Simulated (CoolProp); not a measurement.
Saturation properties of dodecamethylpentasiloxane (MD3M).

The numbers come from the reference Helmholtz-energy equation of state, Thol 2019 in CoolProp.

```tsv
T (K)	p (MPa)	vapour density (kg/m³)	enthalpy of vaporisation (kJ/kg)	liquid cp (kJ/(kg K))	surface tension (mN/m)
374.5	0.001249	0.1550	152.6	1.882	12.7
394.4	0.003193	0.3780	146.4	1.924	11.5
414.4	0.007268	0.8249	140.2	1.966	10.3
434.4	0.01495	1.638	133.9	2.008	9.10
454.4	0.02827	3.010	127.4	2.051	7.94
474.4	0.04982	5.199	120.7	2.094	6.81
494.3	0.08253	8.523	113.7	2.139	5.72
514.3	0.1304	13.48	106.0	2.186	4.67
```

It boils at 503.0 K under 1 atm.

Surface tension comes from a separate correlation (Mulero 2014), older than this fluid's equation and unchecked against measurements.
